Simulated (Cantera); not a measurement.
Feed: 1 mol (CH3)2SiCl2, 0.012 mol C2H4, 13 mol H2, equilibrated at 0.180 bar.

Equilibrium computed with Cantera from the NASA thermochemical tables; the gas is ideal and each condensed phase is pure. Candidate condensed phases: C, C6H6, C7H8, C8H18, Si, SiC; 109 gas species. The feed counts by its element totals alone. Gases not in the tables: Si2H6 and higher silanes. Equilibrium is a limit: real reactors are often held back by kinetics, nucleation or transport.

Question: What share of the Si ends up in condensed phases as a function of T (K), at 1873, 1923, 1973, 2023, 2073, 2123, 2173, 2223, 2273, 2323, 2373, 2423, 2473, 2523?

Answer: 
```json
[
 {"T (K)": "1873", "Si condensed (%)": "97.6", "as": "SiC(s)"},
 {"T (K)": "1923", "Si condensed (%)": "97.2", "as": "SiC(s)"},
 {"T (K)": "1973", "Si condensed (%)": "96.9", "as": "SiC(s)"},
 {"T (K)": "2023", "Si condensed (%)": "96.4", "as": "SiC(s)"},
 {"T (K)": "2073", "Si condensed (%)": "96.0", "as": "SiC(s)"},
 {"T (K)": "2123", "Si condensed (%)": "95.4", "as": "SiC(s)"},
 {"T (K)": "2173", "Si condensed (%)": "94.7", "as": "SiC(s)"},
 {"T (K)": "2223", "Si condensed (%)": "93.8", "as": "SiC(s)"},
 {"T (K)": "2273", "Si condensed (%)": "92.6", "as": "SiC(s)"},
 {"T (K)": "2323", "Si condensed (%)": "90.8", "as": "SiC(s)"},
 {"T (K)": "2373", "Si condensed (%)": "88.0", "as": "SiC(s)"},
 {"T (K)": "2423", "Si condensed (%)": "83.7", "as": "SiC(s)"},
 {"T (K)": "2473", "Si condensed (%)": "76.8", "as": "SiC(s)"},
 {"T (K)": "2523", "Si condensed (%)": "65.5", "as": "SiC(s)"}
]
```
